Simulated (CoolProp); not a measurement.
CHF3 (R23) along the isotherm 315.1 K: density (kg/m³) from the reference equation and from simpler models built on Tc = 299.3 K, pc = 4.832 MPa, ω = 0.263; each cubic takes its own stable root.

Computed with CoolProp (reference Helmholtz-energy equation of state, Penoncello 2003).

```
p (MPa)          phase  reference
-------  -------------  ---------
0.453              gas      12.47
0.906              gas      25.72
1.36               gas      39.93
1.81               gas      55.08
2.26               gas      71.50
2.72               gas      89.88
3.17               gas      109.8
3.62               gas      132.1
4.08               gas      158.2
4.53               gas      188.1
4.98     supercritical      224.4
5.44     supercritical      271.7
5.89     supercritical      335.4
6.34     supercritical      427.3
6.79     supercritical      537.3
7.25     supercritical      627.1
```

**Question.** How far does each simpler model (ideal gas, van der Waals, Redlich-Kwong, Soave-Redlich-Kwong, Peng-Robinson) lie from the reference over these 16 states: mean and median of the absolute difference, and the worst?

**Answer.** 
- ideal gas: mean 32.3 %, median 28.9 %, worst -69.1 % at 315.1 K and 7.25 MPa
- van der Waals: mean 4.3 %, median 2.7 %, worst -18.7 % at 315.1 K and 7.25 MPa
- Redlich-Kwong: mean 1.8 %, median 0.8 %, worst -12.9 % at 315.1 K and 7.25 MPa
- Soave-Redlich-Kwong: mean 5.1 %, median 2.6 %, worst -20.0 % at 315.1 K and 7.25 MPa
- Peng-Robinson: mean 2.6 %, median 0.8 %, worst -13.9 % at 315.1 K and 7.25 MPa
